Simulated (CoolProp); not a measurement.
CHF3 (R23) along the isotherm 209.5 K: Z from the reference equation and from simpler models built on Tc = 299.3 K, pc = 4.832 MPa, ω = 0.263; each cubic takes its own stable root.

The numbers come from the reference Helmholtz-energy equation of state, Penoncello 2003 in CoolProp.

| p (MPa) | phase | reference |
|---|---|---|
| 1.51 | liquid | 0.04406 |
| 3.02 | liquid | 0.08782 |
| 4.53 | liquid | 0.1313 |
| 6.04 | liquid | 0.1745 |
| 7.55 | liquid | 0.2174 |
| 9.06 | liquid | 0.2600 |
| 10.6 | liquid | 0.3033 |
| 12.1 | liquid | 0.3452 |
| 13.6 | liquid | 0.3869 |
| 15.1 | liquid | 0.4284 |
| 16.6 | liquid | 0.4697 |
| 18.1 | liquid | 0.5108 |
| 19.6 | liquid | 0.5518 |
| 21.1 | liquid | 0.5925 |
| 22.6 | liquid | 0.6331 |
| 24.2 | liquid | 0.6762 |

Q: How far does each simpler model (van der Waals, Redlich-Kwong, Soave-Redlich-Kwong, Peng-Robinson) lie from the reference over these 16 states: mean and median of the absolute difference, and the worst?

A: 
- van der Waals: mean 69.6 %, median 68.8 %, worst +76.6 % at 209.5 K and 1.51 MPa
- Redlich-Kwong: mean 19.5 %, median 19.3 %, worst +21.8 % at 209.5 K and 1.51 MPa
- Soave-Redlich-Kwong: mean 16.0 %, median 15.9 %, worst +17.0 % at 209.5 K and 1.51 MPa
- Peng-Robinson: mean 3.0 %, median 2.9 %, worst +3.4 % at 209.5 K and 1.51 MPa
